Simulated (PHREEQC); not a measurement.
## City or well water: an equilibrium model

A made-up water analysis in mg/L, 35 °C, pH 8.11, pe 11.6:

| constituent | mg/L |
|---|---|
| Na | 64.7 |
| K | 58.6 |
| Ca | 54.9 |
| Mg | 36.6 |
| Cl | 67.6 |
| S(6) as SO4 | 371 |
| Alkalinity as HCO3 | 34.2 |
| Pb | 1.18 |
| B | 0.016 |

Na is adjusted to close the charge balance.
Valence states are taken as typed.

All values are PHREEQC results (ion-association model, phreeqc.dat), not measurements.

No solid was allowed to form.

**Question.** Estimate the ionic strength, specific conductance.

**Answer.** ionic strength 0.0141 mol/kgw; specific conductance 1270 µS/cm.

**Question.** In which forms is Ca present?

**Answer.** Ca+2 81 %, CaSO4 19 % of the Ca.

The solution is supersaturated, for example in Pb(OH)2, Cerussite, so a real one may precipitate; this is no full list. Species that the database lacks are ignored.
